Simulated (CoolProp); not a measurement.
Saturation properties of carbonyl sulfide.

Values from CoolProp's reference Helmholtz-energy equation of state, Lemmon 2006. It is a short technical equation, of lower accuracy than the large ones.

| T (K) | p (MPa) | liquid cp (kJ/(kg K)) | vapour Z | surface tension (mN/m) |
|---|---|---|---|---|
| 254 | 0.3515 | 1.229 | 0.9323 | 15.2 |
| 266.2 | 0.5259 | 1.257 | 0.9107 | 13.1 |
| 278.4 | 0.7578 | [?] | 0.8851 | 11.2 |
| 290.6 | 1.057 | 1.336 | 0.8555 | [?] |
| 302.8 | 1.435 | 1.393 | 0.8212 | 7.56 |
| 315 | 1.903 | 1.468 | 0.7818 | [?] |
| 327.2 | 2.472 | 1.575 | 0.7362 | 4.38 |
| 339.5 | 3.161 | 1.740 | 0.6825 | 2.99 |
| 351.7 | 3.974 | 2.036 | 0.6182 | 1.77 |
| 363.9 | 4.936 | 2.778 | 0.5352 | 0.762 |

Question: What belongs in the gaps?

Answer: 
- 278.4, liquid cp (kJ/(kg K)): 1.292
- 290.6, surface tension (mN/m): 9.32
- 315, surface tension (mN/m): 5.91

It boils at 223.0 K under 1 atm.

Surface tension comes from a separate correlation (Mulero 2012).
